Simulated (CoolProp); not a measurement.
Vapour pressure (MPa) of sulfur hexafluoride: the reference equation beside estimates from Tc = 318.7 K, pc = 3.755 MPa, ω = 0.210.

The numbers come from the reference Helmholtz-energy equation of state, Guder 2009 in CoolProp.

| T (K) | reference | Lee-Kesler | van der Waals | Soave-Redlich-Kwong | Peng-Robinson |
|---|---|---|---|---|---|
| 245.2 | 0.5288 | 0.5381 | 1.198 | 0.5395 | 0.5337 |
| 252.1 | 0.6664 | 0.6770 | 1.366 | 0.6800 | 0.6720 |
| 259 | 0.8289 | 0.8406 | 1.547 | 0.8460 | 0.8355 |
| 265.8 | 1.016 | 1.028 | 1.740 | 1.037 | 1.024 |
| 272.7 | 1.236 | 1.248 | 1.950 | 1.262 | 1.246 |
| 279.6 | 1.490 | 1.501 | 2.176 | 1.520 | 1.502 |
| 286.5 | 1.780 | 1.791 | 2.417 | 1.814 | 1.795 |
| 293.3 | 2.105 | 2.115 | 2.670 | 2.142 | 2.123 |

Absolute difference from the reference over all 8 rows, mean and median: Lee-Kesler 1.1 and 1.1 %, van der Waals 69.5 and 64.5 %, Soave-Redlich-Kwong 2.0 and 2.0 %, Peng-Robinson 0.8 and 0.8 %.
